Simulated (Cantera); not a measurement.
A closed system holds: 1 mol Pb, 41 mol H₂, held at 1400 K and 1.33 mbar.

Cantera equilibrium calculation (NASA polynomials, part measured and part estimated; ideal gas, pure solids and liquids). Candidate condensed phases: Pb; 4 gas species. Kinetics and transport are ignored.

Base state: H₂ 0.976, Pb 0.0238, H 0.000132 (mole fractions); condensed: gas only.

Q: What changes in the equilibrium state with this change: temperature from 1400 K to 1573 K?

A: 
| species | before | after |
|---|---|---|
| H₂ | 0.976 | 0.975 |
| Pb | 0.0238 | 0.0238 |
| H | 0.000132 | 0.00110 |
